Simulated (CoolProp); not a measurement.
The fluid at 469.02 K and 1.35 MPa (liquid) is heated at constant pressure to 504.7 K. The same conditions are run with several fluids, on thermodynamics alone (safety and materials aside).

Model: reference Helmholtz-energy equation of state of each fluid (hexamethyldisiloxane (MM): Thol 2016; n-heptane: Span 2003; n-decane: Lemmon 2006; propylene glycol: Eisenbach 2021; p-xylene: Zhou 2012), in CoolProp.

Rank hexamethyldisiloxane (MM), n-heptane, n-decane, propylene glycol, p-xylene by heat (kJ/kg), highest first.

n-heptane (304), hexamethyldisiloxane (MM) (187), propylene glycol (125), n-decane (106), p-xylene (86.1)

| fluid | final phase | final density (kg/m³) |
|---|---|---|
| hexamethyldisiloxane (MM) | gas | 83.3 |
| n-heptane | gas | 45.2 |
| n-decane | liquid | 550 |
| propylene glycol | liquid | 847 |
| p-xylene | liquid | 650 |
